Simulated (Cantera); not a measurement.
Charge: 1 mol SiCl4, 1.9 mol CH4, 110 mol H2, at 0.100 bar.

These are equilibrium values from Cantera (NASA tables, ideal gas, pure condensed phases), not measurements of a reactor. Candidate condensed phases: C, C6H6, C7H8, C8H18, Si, SiC; 109 gas species. The tables' values for SiCl are old estimates; treat these amounts as uncertain. Gases not in the tables: Si2H6 and higher silanes. The numbers say what is thermodynamically allowed, not how fast it happens.

Q: At 1875 °C, list the 5 most abundant gas species with their mole fractions, and the condensed phases.

A: H2 0.951, HCl 0.0335, H 0.0129, C2H2 (acetylene) 0.00182, Cl 0.000331. Condensed: C(graphite) + SiC(s).
